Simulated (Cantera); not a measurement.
Input (Python, Cantera) and output of one run.

```python
import numpy as np
import cantera as ct

gas_names = """
    AL ALC ALH ALN AL2 C CH CH2 CH3 CH4 CN C2 C2H C2H2,acetylene C2H2,vinylidene C2H3,vinyl CH3CN C2H4
    C2H5 C2H6 CCN CNC C2N2 C3 C3H3,propargyl C3H4,allene C3H4,propyne C3H4,cyclo- C3H5,allyl
    C3H6,propylene C3H6,cyclo- C3H7,n-propyl C3H7,i-propyl C3H8 C4 C4H2 C4H4,1,3-cyclo- C4H6,butadiene
    C4H6,2-butyne C4H6,cyclo- C4H8,1-butene C4H8,cis2-buten C4H8,tr2-butene C4H8,isobutene C4H8,cyclo-
    C4H9,n-butyl C4H9,i-butyl C4H9,s-butyl C4H9,t-butyl C4H10,isobutane C4H10,n-butane C4N2 C5
    C5H6,1,3cyclo- C5H8,cyclo- C5H10,1-pentene C5H10,cyclo- C5H11,pentyl C5H11,t-pentyl C5H12,n-pentane
    C5H12,i-pentane CH3C(CH3)2CH3 C6H2 C6H5,phenyl C6H6 C6H10,cyclo- C6H12,1-hexene C6H12,cyclo-
    C6H13,n-hexyl C7H7,benzyl C7H8 C7H14,1-heptene C7H15,n-heptyl C7H16,n-heptane C8H8,styrene
    C8H10,ethylbenz C8H16,1-octene C8H17,n-octyl C8H18,isooctane C8H18,n-octane C9H19,n-nonyl
    C10H8,naphthale C10H21,n-decyl C12H9,o-bipheny C12H10,bipheny H HCN HCCN HNC H2 N NH NH2 NH3 N2 N2H2
    N2H4
""".split()
cond_names = """
    AL(cr) AL(L) ALN(s) C(gr) C6H6(L) C7H8(L) C8H18(L),n-octa
""".split()


def load(file, names, dense=False):
    # The tables refer to 1 bar. Condensed volumes are neglected.
    table = {s.name: s for s in ct.Species.list_from_file(file)}
    out = []
    for n in names:
        d = dict(table[n].input_data)
        d["thermo"] = dict(d["thermo"], **{"reference-pressure": 1e5})
        if dense:
            d["equation-of-state"] = {"model": "constant-volume", "density": "1e6 g/cm^3"}
        out.append(ct.Species.from_dict(d))
    return out


gas = ct.Solution(thermo="ideal-gas", species=load("nasa_gas.yaml", gas_names))
cond = {s.name: ct.Solution(thermo="fixed-stoichiometry", species=[s], name=s.name)
        for s in load("nasa_condensed.yaml", cond_names, dense=True)}
atoms = {
    'Al(CH3)3': {'AL': 1, 'C': 3, 'H': 9},
    'N2': {'N': 2},
    'H2': {'H': 2},
}
top_T = {'ALN(s)': 2750, 'C(gr)': 4500}  # K; cautious upper limits of use, not melting points


def equilibrate(T, P, feed):
    n = {}
    for name, mol in feed.items():
        for a, k in atoms[name].items():
            n[a] = n.get(a, 0.0) + k * mol
    gas.TPX = T, P, n
    mass = sum(n.values()) * gas.mean_molecular_weight
    gas.equilibrate("TP")
    valid = [c for c in cond.values() if c.min_temp <= T <= top_T.get(c.name, c.max_temp)]
    mix = ct.Mixture([(gas, mass / gas.mean_molecular_weight)] + [(c, 0.0) for c in valid])
    mix.T, mix.P = T, P
    mix.equilibrate("TP", solver="vcs", rtol=1e-11, max_steps=5000)
    return mix


results = []
feed = {'Al(CH3)3': 1, 'N2': 0.97, 'H2': 1.7}  # mol
T = 1400  # K
P = 120  # Pa
mix = equilibrate(T, P, feed)
results.append((T, P, feed, dict(zip(mix.species_names, mix.species_moles))))
print(gas.report(threshold=1e-06))
for i in range(1, mix.n_phases):
    print(f"{mix.phase(i).name:16s} {mix.phase_moles(i):12.5e} mol")
```

Output:

```
       temperature   1400 K
          pressure   120 Pa
           density   3.9683e-05 kg/m^3
  mean mol. weight   3.8494 kg/kmol
   phase of matter   gas

                          1 kg             1 kmol
                     ---------------   ---------------
          enthalpy        8.6488e+06        3.3292e+07  J
   internal energy        5.6249e+06        2.1652e+07  J
           entropy             62131        2.3916e+05  J/K
    Gibbs function       -7.8334e+07       -3.0154e+08  J
 heat capacity c_p              8346             32127  J/K
 heat capacity c_v            6186.1             23812  J/K

                      mass frac. Y      mole frac. X     chem. pot. / RT
                     ---------------   ---------------   ---------------
               CH4        1.8658e-05        4.4769e-06           -52.469
    C2H2,acetylene        1.5836e-05        2.3411e-06            -29.33
                 H        3.5446e-05        0.00013536           -12.601
               HCN        0.00089114        0.00012693           -32.256
               HNC        1.0623e-05        1.5131e-06           -32.256
                H2           0.48671           0.92933           -25.203
                N2           0.51231          0.070396           -35.181
     [  +90 minor]        1.2621e-06        1.9429e-07

AL(L)             0.00000e+00 mol
ALN(s)            9.99999e-01 mol
C(gr)             2.99908e+00 mol
```

These are equilibrium values from Cantera (NASA tables, ideal gas, pure condensed phases), not measurements of a reactor. The feed counts by its element totals alone.
